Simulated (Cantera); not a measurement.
What does this Cantera script print?

```python
import numpy as np
import cantera as ct

gas = ct.Solution("gri30.yaml")
gas.TPX = 1398, 100000, {'CH4': 1, 'C2H6': 0.088, 'C3H8': 0.38, 'O2': 4.21, 'N2': 15.8, 'H2O': 4.4}
reactor = ct.IdealGasReactor(gas, energy="on", clone=False)
net = ct.ReactorNet([reactor])
net.rtol, net.atol = 1e-08, 1e-16
show = ['CH4', 'C2H6', 'C3H8', 'NO2', 'CH2O']
times = np.geomspace(3e-06, 3, 13)

steps = ct.SolutionArray(gas, extra=["t"])
rows = []
print(f"{'t/s':>10s}{'T/K':>9s}{'P/Pa':>11s}" + "".join(f"{s:>11s}" for s in show))
for t in times:
    while net.time < t:
        t_next = net.step()
        steps.append(gas.state, t=t_next)
    rows.append([np.interp(t, steps.t, y) for y in (steps.T, steps.P, *steps(*show).X.T)])
    print(f"{t:10.3e}{rows[-1][0]:9.1f}{rows[-1][1]:11.4g}" + "".join(f"{x:11.3e}" for x in rows[-1][2:]))
rate = np.gradient(steps.T, steps.t)
print("integrator steps:", len(steps.t))
if steps.T.max() > steps.T[0] + 200:
    print(f"time of steepest temperature rise: {steps.t[rate.argmax()]:.4e} s")
gas.TPX = 1398, 100000, {'CH4': 1, 'C2H6': 0.088, 'C3H8': 0.38, 'O2': 4.21, 'N2': 15.8, 'H2O': 4.4}
gas.equilibrate("UV")
print(f"equilibrium (UV): T = {gas.T:.1f} K  " + "  ".join(f"{s} {gas[s].X[0]:.3e}" for s in show))
```

It prints:

```
       t/s      T/K       P/Pa        CH4       C2H6       C3H8        NO2       CH2O
 3.000e-06   1397.7  9.998e+04  3.864e-02  3.398e-03  1.465e-02  8.279e-20  1.987e-07
 9.487e-06   1397.0  9.994e+04  3.862e-02  3.389e-03  1.456e-02  1.323e-17  4.948e-06
 3.000e-05   1395.5  9.989e+04  3.852e-02  3.382e-03  1.417e-02  9.543e-16  9.232e-05
 9.487e-05   1396.8  1.002e+05  3.810e-02  3.635e-03  1.257e-02  3.446e-14  5.602e-04
 3.000e-04   1443.1  1.048e+05  3.422e-02  3.624e-03  5.248e-03  2.959e-12  2.662e-03
 9.487e-04   2711.2  2.046e+05  5.369e-15  6.326e-29  1.856e-42  6.834e-07  5.034e-10
 3.000e-03   2703.4  2.039e+05  5.747e-15  7.100e-29  2.182e-42  1.929e-06  5.122e-10
 9.487e-03   2701.0  2.037e+05  5.866e-15  7.350e-29  2.291e-42  2.274e-06  5.150e-10
 3.000e-02   2701.0  2.037e+05  5.866e-15  7.351e-29  2.292e-42  2.276e-06  5.150e-10
 9.487e-02   2701.0  2.037e+05  5.866e-15  7.351e-29  2.292e-42  2.276e-06  5.150e-10
 3.000e-01   2701.0  2.037e+05  5.866e-15  7.351e-29  2.292e-42  2.276e-06  5.150e-10
 9.487e-01   2701.0  2.037e+05  5.866e-15  7.351e-29  2.292e-42  2.276e-06  5.150e-10
 3.000e+00   2701.0  2.037e+05  5.866e-15  7.351e-29  2.292e-42  2.276e-06  5.150e-10
integrator steps: 1829
time of steepest temperature rise: 3.6968e-04 s
equilibrium (UV): T = 2701.0 K  CH4 7.482e-15  C2H6 1.102e-28  C3H8 3.641e-42  NO2 2.276e-06  CH2O 5.150e-10
```

Detailed kinetics in Cantera: GRI-Mech 3.0 (53 species, 325 reactions). GRI-Mech 3.0 was tuned for natural gas; its chemistry of propane as a main component is partial and can be far from experiment.
